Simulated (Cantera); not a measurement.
Feed: 1 mol Fe₂O₃, 1.3 mol H₂O, 0.14 mol H₂, 0.071 mol Cl₂, equilibrated at 10.0 mbar.

Equilibrium computed with Cantera from the NASA thermochemical tables; the gas is ideal and each condensed phase is pure. Candidate condensed phases: Fe, FeCl₂, FeCl₃, FeO, Fe(OH)₂, Fe(OH)₃, Fe₂O₃, Fe₃O₄, H₂O; 22 gas species. The numbers say what is thermodynamically allowed, not how fast it happens.

Question: At 948 K, list the 4 most abundant gas species with their mole fractions, and the condensed phases.

Answer: H₂O 0.906, HCl 0.0940, H₂ 1.33e-5, FeCl₂ 1.05e-5. Condensed: Fe₂O₃(s) + Fe₃O₄(s).
